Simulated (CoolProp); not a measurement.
Vapour-liquid equilibrium of n-pentane (1) + benzene (2) at 205 kPa; x and y are mole fractions of (1).

Model: multi-fluid Helmholtz-energy mixture model, Thol 2019 and Thol 2012; pair parameters Bell 2016, in CoolProp.

| x | bubble temperature, mixture model (K) | bubble temperature, Raoult's law (K) | y, mixture model | y, Raoult's law |
|---|---|---|---|---|
| 0.05 | 371.3 | 373.9 | 0.196 | 0.147 |
| 0.15 | 361.5 | 366.7 | 0.440 | 0.375 |
| 0.25 | 354.7 | 360.5 | 0.583 | 0.539 |
| 0.35 | 349.7 | 355.1 | 0.677 | 0.660 |
| 0.45 | 345.8 | 350.3 | 0.746 | 0.752 |
| 0.55 | 342.6 | 346.1 | 0.802 | 0.822 |
| 0.65 | 339.8 | 342.3 | 0.850 | 0.878 |
| 0.75 | 337.3 | 338.9 | 0.895 | 0.922 |
| 0.85 | 334.9 | 335.7 | 0.937 | 0.958 |
| 0.95 | 332.7 | 332.9 | 0.979 | 0.987 |

The largest gap from Raoult's law is -5.8 K in bubble temperature, at x = 0.25. No azeotrope shows between x = 0.05 and 0.95.

The pair parameters rest on a limited set of measurements; away from them the model extrapolates.
